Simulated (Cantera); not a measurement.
An adiabatic, constant-volume homogeneous reactor starts with C3H8 : O2 : N2 = 1 : 10 : 37.6 (molar parts), at 1525 K and 0.395 atm. Integrator tolerance rtol = 1e-08.

Model: GRI-Mech 3.0 (53 species, 325 reactions), integrated in Cantera. GRI-Mech 3.0 was tuned for natural gas; its chemistry of propane as a main component is partial and can be far from experiment.

**Question.** What does this change do: constant pressure in place of constant volume?

**Answer.** 
```csv
quantity,before,after
time of steepest temperature rise,0.104 ms,0.112 ms
temperature at 0.100 s,2574 K,2423 K
equilibrium temperature,2574 K,2422 K
x(C3H8) at 0.100 s,<1e-12 (gas-phase equilibrium <1e-12),<1e-12 (gas-phase equilibrium <1e-12)
x(O2) at 0.100 s,0.0908 (gas-phase equilibrium 0.0908),0.0932 (gas-phase equilibrium 0.0929)
x(NO) at 0.100 s,0.0167 (gas-phase equilibrium 0.0167),0.0123 (gas-phase equilibrium 0.0130)
x(H2O2) at 0.100 s,1.44e-7 (gas-phase equilibrium 1.44e-7),8.36e-8 (gas-phase equilibrium 8.33e-8)
x(HCO) at 0.100 s,1.89e-9 (gas-phase equilibrium 1.89e-9),4.75e-10 (gas-phase equilibrium 4.71e-10)
x(NO2) at 0.100 s,7.54e-6 (gas-phase equilibrium 7.54e-6),4.98e-6 (gas-phase equilibrium 5.26e-6)
```

**Question.** What does this change do: pressure from 0.395 atm to 18.8 atm?

**Answer.** 
| quantity | before | after |
|---|---|---|
| time of steepest temperature rise | 0.104 ms | 10.2 µs |
| temperature at 0.100 s | 2574 K | 2724 K |
| equilibrium temperature | 2574 K | 2724 K |
| x(C3H8) at 0.100 s | <1e-12 (gas-phase equilibrium <1e-12) | <1e-12 (gas-phase equilibrium <1e-12) |
| x(O2) at 0.100 s | 0.0908 (gas-phase equilibrium 0.0908) | 0.0889 (gas-phase equilibrium 0.0889) |
| x(NO) at 0.100 s | 0.0167 (gas-phase equilibrium 0.0167) | 0.0209 (gas-phase equilibrium 0.0209) |
| x(H2O2) at 0.100 s | 1.44e-7 (gas-phase equilibrium 1.44e-7) | 1.46e-6 (gas-phase equilibrium 1.46e-6) |
| x(HCO) at 0.100 s | 1.89e-9 (gas-phase equilibrium 1.89e-9) | 3.60e-9 (gas-phase equilibrium 3.60e-9) |
| x(NO2) at 0.100 s | 7.54e-6 (gas-phase equilibrium 7.54e-6) | 5.76e-5 (gas-phase equilibrium 5.76e-5) |
The pressure lies above the range GRI-Mech 3.0 was tuned for (to about 10 atm).
